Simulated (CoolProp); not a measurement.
Vapour-liquid equilibrium of propane (1) + isobutane (2) at -22.15 °C; x and y are mole fractions of (1).

Values from CoolProp's multi-fluid Helmholtz-energy mixture model, Lemmon 2009 and Bücker 2006; pair parameters Kunz 2012.

Question: Give the bubble pressure and the first vapour's composition at x = 0.5, 0.65, 0.8. Is there an azeotrope?

Answer: x = 0.5: 1.434 bar, y = 0.759; x = 0.65: 1.674 bar, y = 0.855; x = 0.8: 1.922 bar, y = 0.928. No azeotrope shows between x = 0.05 and 0.95.

The pair parameters rest on a limited set of measurements; away from them the model extrapolates.
